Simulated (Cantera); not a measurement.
Input (Python, Cantera) and output of one run.

```python
import numpy as np
import cantera as ct

gas_names = """
    H HNO HNO2 HNO3 HO2 H2 H2O H2O2 N NH NH2 NH3 NH2OH NO NO2 NO3 N2 N2H2 N2H4 N2O O OH O2 O3 Si SiH
    SiH2 SiH3 SiH4 SiN SiO SiO2 Si2 Si2N Si3
""".split()
cond_names = """
    H2O(s) H2O(L) Si(cr) Si(L) SiO2(Lqz) SiO2(hqz) SiO2(L) Si2N2O(s) Si3N4(a)
""".split()


def load(file, names, dense=False):
    # The tables refer to 1 bar. Condensed volumes are neglected.
    table = {s.name: s for s in ct.Species.list_from_file(file)}
    out = []
    for n in names:
        d = dict(table[n].input_data)
        d["thermo"] = dict(d["thermo"], **{"reference-pressure": 1e5})
        if dense:
            d["equation-of-state"] = {"model": "constant-volume", "density": "1e6 g/cm^3"}
        out.append(ct.Species.from_dict(d))
    return out


gas = ct.Solution(thermo="ideal-gas", species=load("nasa_gas.yaml", gas_names))
cond = {s.name: ct.Solution(thermo="fixed-stoichiometry", species=[s], name=s.name)
        for s in load("nasa_condensed.yaml", cond_names, dense=True)}
atoms = {
    'Si': {'Si': 1},
    'N2O': {'N': 2, 'O': 1},
    'H2': {'H': 2},
}
top_T = {'Si2N2O(s)': 2100, 'Si3N4(a)': 2400}  # K; cautious upper limits of use, not melting points


def equilibrate(T, P, feed):
    n = {}
    for name, mol in feed.items():
        for a, k in atoms[name].items():
            n[a] = n.get(a, 0.0) + k * mol
    gas.TPX = T, P, n
    mass = sum(n.values()) * gas.mean_molecular_weight
    gas.equilibrate("TP")
    valid = [c for c in cond.values() if c.min_temp <= T <= top_T.get(c.name, c.max_temp)]
    mix = ct.Mixture([(gas, mass / gas.mean_molecular_weight)] + [(c, 0.0) for c in valid])
    mix.T, mix.P = T, P
    mix.equilibrate("TP", solver="vcs", rtol=1e-11, max_steps=5000)
    return mix


results = []
feed = {'Si': 1, 'N2O': 4.2, 'H2': 13}  # mol
P = 12000  # Pa
for T in [1075, 1175, 1275, 1375, 1475, 1575, 1675, 1775, 1875]:
    mix = equilibrate(T, P, feed)
    results.append((T, P, feed, dict(zip(mix.species_names, mix.species_moles))))

top = {s: max(r[3][s] / sum(r[3][g] for g in gas_names) for r in results) for s in gas_names}
cols = sorted((s for s in top if top[s] > 0.0001), key=lambda s: -top[s])[:6]
seen = [c for c in cond_names if any(r[3].get(c, 0) > 1e-12 for r in results)]
print("log10 of partial pressures in bar; condensed amounts in mol")
print(f"{'T/K':>10s}" + "".join(f"{s[:9]:>10s}" for s in cols + seen))
for T, P, feed, n in results:
    ng = sum(n[g] for g in gas_names)
    print(f"{T:10.4g}" + "".join(f"{np.log10(max(n[s] / ng * P / 1e5, 1e-99)):10.3f}" for s in cols)
          + "".join(f"{n.get(c, 0):10.4g}" for c in seen))
```

It prints:

```
log10 of partial pressures in bar; condensed amounts in mol
       T/K        H2        N2       H2O         H       SiO SiO2(hqz)   SiO2(L)
      1075    -1.123    -1.533    -1.814    -8.395   -15.595         1         0
      1175    -1.123    -1.533    -1.814    -7.473   -13.323         1         0
      1275    -1.123    -1.533    -1.814    -6.694   -11.416         1         0
      1375    -1.123    -1.533    -1.814    -6.027    -9.792         1         0
      1475    -1.123    -1.533    -1.814    -5.449    -8.394         1         0
      1575    -1.123    -1.533    -1.814    -4.943    -7.179         1         0
      1675    -1.123    -1.533    -1.814    -4.497    -6.114    0.9999         0
      1775    -1.123    -1.533    -1.814    -4.100    -5.183         0    0.9991
      1875    -1.124    -1.534    -1.813    -3.746    -4.361         0    0.9937
```

Equilibrium computed with Cantera from the NASA thermochemical tables; the gas is ideal and each condensed phase is pure. The tables hold silica as quartz up to 1696 K and as liquid above; real silica turns to tridymite and cristobalite and melts near 1996 K. Gases not in the tables: Si(OH)4.
